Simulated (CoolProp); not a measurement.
Nitrous oxide along the isotherm 321.9 K: density (kg/m³) from the reference equation and from simpler models built on Tc = 309.5 K, pc = 7.245 MPa, ω = 0.161; each cubic takes its own stable root.

Values from CoolProp's reference Helmholtz-energy equation of state, Lemmon 2006. It is a short technical equation, of lower accuracy than the large ones.

```tsv
p (MPa)	phase	reference	Soave-Redlich-Kwong	Peng-Robinson
2.01	gas	36.30	36.24	36.64
4.02	gas	81.78	…	83.32
6.04	gas	…	143.8	…
8.05	supercritical	…	254.3	269.3
10.1	supercritical	…	477.6	517.0
12.1	supercritical	671.0	569.6	624.0
14.1	supercritical	719.2	621.9	684.5
16.1	supercritical	751.8	659.5	727.8
18.1	supercritical	…	689.3	762.0
```

Problem. Complete the blanks.

Solution. 
- 4.02, Soave-Redlich-Kwong: 81.39
- 6.04, reference: 145.5
- 6.04, Peng-Robinson: 149.4
- 8.05, reference: 264.6
- 10.1, reference: 568.8
- 18.1, reference: 776.9
